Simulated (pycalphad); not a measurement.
# Effect of Si content in Sn-Si

Source of the numbers: pycalphad with the COST 507 light-alloy database (1999); pressure 1 atm. The database dates from 1999; later assessments differ in places, in temperatures and in the compounds included. Phase fractions are per mole of atoms.

### Question
One of these alloys has its liquidus at 1601 K, its solidus at 505 K, and holds liquid 0.57, diamond (Si) 0.43 at 1050 K. Which?
A. Sn-15.17Si (wt.%)
B. Sn-24.17Si (wt.%)
C. Sn-8.695Si (wt.%)
D. Sn-3.813Si (wt.%)

### Answer
A, Sn-15.17Si (wt.%). The others: Sn-3.813Si (wt.%), liquidus 1485, solidus 505; Sn-8.695Si (wt.%), liquidus 1561, solidus 505; Sn-24.17Si (wt.%), liquidus 1625, solidus 505
